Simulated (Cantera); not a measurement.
# Thermodynamics of silicon nitride deposition, feed SiCl₄ + N₂

Input: 1 mol SiCl₄, 0.71 mol N₂, equilibrated at 0.0690 bar.

Cantera equilibrium calculation (NASA polynomials, part measured and part estimated; ideal gas, pure solids and liquids). Candidate condensed phases: Si, Si₃N₄; 13 gas species. The tables' values for SiCl₃ are old estimates; treat these amounts as uncertain. Kinetics and transport are ignored.

```json
[
 {"T (°C)": "750", "log p SiCl₄": "-1.39", "log p N₂": "-1.54", "log p SiCl₃": "-6.62", "log p Cl": "-6.89", "log p Cl₂": "-7.26", "log p SiCl₂": "-10.53"},
 {"T (°C)": "800", "log p SiCl₄": "-1.39", "log p N₂": "-1.54", "log p SiCl₃": "-6.18", "log p Cl": "-6.40", "log p Cl₂": "-6.87", "log p SiCl₂": "-9.76"},
 {"T (°C)": "850", "log p SiCl₄": "-1.39", "log p N₂": "-1.54", "log p SiCl₃": "-5.77", "log p Cl": "-5.96", "log p Cl₂": "-6.52", "log p SiCl₂": "-9.05"},
 {"T (°C)": "900", "log p SiCl₄": "-1.39", "log p N₂": "-1.54", "log p SiCl₃": "-5.40", "log p Cl": "-5.56", "log p Cl₂": "-6.21", "log p SiCl₂": "-8.41"},
 {"T (°C)": "950", "log p SiCl₄": "-1.39", "log p N₂": "-1.54", "log p SiCl₃": "-5.05", "log p Cl": "-5.19", "log p Cl₂": "-5.92", "log p SiCl₂": "-7.81"},
 {"T (°C)": "1000", "log p SiCl₄": "-1.39", "log p N₂": "-1.54", "log p SiCl₃": "-4.73", "log p Cl": "-4.85", "log p Cl₂": "-5.66", "log p SiCl₂": "-7.25"},
 {"T (°C)": "1050", "log p SiCl₄": "-1.39", "log p N₂": "-1.54", "log p SiCl₃": "-4.44", "log p Cl": "-4.53", "log p Cl₂": "-5.43", "log p SiCl₂": "-6.74"},
 {"T (°C)": "1100", "log p SiCl₄": "-1.40", "log p N₂": "-1.54", "log p SiCl₃": "-4.16", "log p Cl": "-4.24", "log p Cl₂": "-5.21", "log p SiCl₂": "-6.27"},
 {"T (°C)": "1150", "log p SiCl₄": "-1.40", "log p N₂": "-1.54", "log p SiCl₃": "-3.91", "log p Cl": "-3.97", "log p Cl₂": "-5.00", "log p SiCl₂": "-5.82"},
 {"T (°C)": "1200", "log p SiCl₄": "-1.40", "log p N₂": "-1.54", "log p SiCl₃": "-3.67", "log p Cl": "-3.72", "log p Cl₂": "-4.82", "log p SiCl₂": "-5.41"},
 {"T (°C)": "1250", "log p SiCl₄": "-1.40", "log p N₂": "-1.55", "log p SiCl₃": "-3.45", "log p Cl": "-3.49", "log p Cl₂": "-4.64", "log p SiCl₂": "-5.03"}
]
```
log p: log10 of the partial pressure in bar; nothing condenses.

From 750 °C to 1250 °C nothing is condensed. The main Si-bearing gas is SiCl₄ throughout.
